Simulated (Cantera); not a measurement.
A perfectly stirred reactor is fed with 28.8 % CH4, 63.4 % N2, 7.78 % H2O, at 1.00 bar; it is held at 1975 K, and followed from long to short residence time.

Detailed kinetics in Cantera: GRI-Mech 3.0 (53 species, 325 reactions). GRI-Mech 3.0 stops at C3 and has no aromatics, soot or wall deposition, so with more carbon than oxygen in the feed, carbon stays in small species such as C2H2 where larger ones or solid carbon would form.

x: mole fraction; the columns are a selection and need not sum to one.

```tsv
τ (s)	x CH4	x C2H6	x H	x C2H2	x C2H	x C2H4	x H2
1.2	0.00333	2.76e-7	0.000862	0.0761	2.84e-6	0.000235	0.396
0.50	0.00491	5.80e-7	0.000854	0.0766	2.86e-6	0.000239	0.392
0.20	0.00750	1.34e-6	0.000839	0.0780	2.92e-6	0.000249	0.384
0.084	0.0112	2.99e-6	0.000815	0.0807	3.03e-6	0.000273	0.372
0.034	(withheld)	(withheld)	0.000777	0.0845	3.19e-6	(withheld)	0.353
0.014	0.0255	1.58e-5	0.000726	0.0877	3.31e-6	0.000446	0.330
0.0058	0.0386	3.58e-5	0.000662	0.0879	3.29e-6	0.000716	0.303
0.0024	0.0584	8.01e-5	0.000586	0.0830	3.07e-6	0.00133	0.271
0.00097	(withheld)	(withheld)	(withheld)	(withheld)	(withheld)	(withheld)	(withheld)
0.00040	0.127	0.000347	0.000393	0.0547	2.01e-6	0.00530	0.181
```

Some entries are withheld; supply them.


- 0.034, x CH4: 0.0169
- 0.034, x C2H6: 6.93e-6
- 0.034, x C2H4: 0.000327
- 0.00097, x CH4: 0.0880
- 0.00097, x C2H6: 0.000175
- 0.00097, x H: 0.000495
- 0.00097, x C2H2: 0.0718
- 0.00097, x C2H: 2.62e-6
- 0.00097, x C2H4: 0.00272
- 0.00097, x H2: 0.231
